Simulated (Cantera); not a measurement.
A closed system holds: 1 mol MgSO4, 0.082 mol C, 0.21 mol H2O, 0.00012 mol CO2, at 12.0 mbar.

Cantera equilibrium calculation (NASA polynomials, part measured and part estimated; ideal gas, pure solids and liquids). Candidate condensed phases: C, C6H6, C7H8, C8H18, H2O, H2SO4, Mg, MgCO3, MgO, Mg(OH)2, MgS, MgSO4, S; 130 gas species. The numbers say what is thermodynamically allowed, not how fast it happens.

Question: At 627 °C, list the 4 most abundant gas species with their mole fractions, and the condensed phases.

Answer: H2O 0.460, SO2 0.360, CO2 0.180, SO3 1.02e-5. Condensed: MgO(s) + MgSO4(s).
